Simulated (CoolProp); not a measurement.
Toluene at 393.74 K and 0.424 MPa is throttled through a valve to 0.222 MPa with no heat exchange. Each further row changes one setting.

Values from CoolProp's reference Helmholtz-energy equation of state, Lemmon 2006. It is a short technical equation, of lower accuracy than the large ones.

```csv
case,temperature change (K),final phase,final density (kg/m³)
as stated,[?],liquid,769
outlet pressure 0.0666 MPa,[?],[?],[?]
outlet pressure 0.289 MPa,[?],liquid,769
```

Fill in the missing entries.


- as stated, temperature change (K): +0.1
- outlet pressure 0.0666 MPa, temperature change (K): -24.1
- outlet pressure 0.0666 MPa, final phase: two-phase, vapour fraction 0.131
- outlet pressure 0.0666 MPa, final density (kg/m³): 15.5
- outlet pressure 0.289 MPa, temperature change (K): +0.0
